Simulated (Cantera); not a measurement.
An adiabatic, constant-volume homogeneous reactor starts with 10.1 % CH3OH, 16.7 % O2, 73.2 % N2, at 1325 K and 4.84 atm.

Cantera simulation using GRI-Mech 3.0 (53 species, 325 reactions); the numbers are that mechanism's predictions, not measurements. GRI-Mech 3.0 was tuned for natural gas; its chemistry of methanol as a main component is partial and can be far from experiment.

Q: Predict: time of steepest temperature rise; temperature at 2.00 s; equilibrium temperature; x(O2) at 2.00 s; x(HCN) at 2.00 s; x(NO2) at 2.00 s.

A: 
- time of steepest temperature rise = 0.403 ms
- temperature at 2.00 s = 2859 K
- equilibrium temperature = 2859 K
- x(O2) at 2.00 s = 0.0214 (gas-phase equilibrium 0.0214)
- x(HCN) at 2.00 s = 2.74e-9 (gas-phase equilibrium 2.74e-9)
- x(NO2) at 2.00 s = 8.17e-6 (gas-phase equilibrium 8.17e-6)
